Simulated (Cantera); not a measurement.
An isothermal, constant-pressure homogeneous reactor starts with 65.4 % NO, 34.6 % N₂, at 2075 K and 38000 Pa.

Cantera simulation using GRI-Mech 3.0 (53 species, 325 reactions); the numbers are that mechanism's predictions, not measurements.

Predict: x(NO) at 4.00 s; x(N₂) at 4.00 s; x(N₂O) at 4.00 s; x(O) at 4.00 s; x(NO₂) at 4.00 s.


- x(NO) at 4.00 s = 0.0165 (gas-phase equilibrium 0.0107)
- x(N₂) at 4.00 s = 0.665 (gas-phase equilibrium 0.668)
- x(N₂O) at 4.00 s = 3.95e-7 (gas-phase equilibrium 3.39e-7)
- x(O) at 4.00 s = 0.00107 (gas-phase equilibrium 0.00108)
- x(NO₂) at 4.00 s = 1.90e-5 (gas-phase equilibrium 1.24e-5)
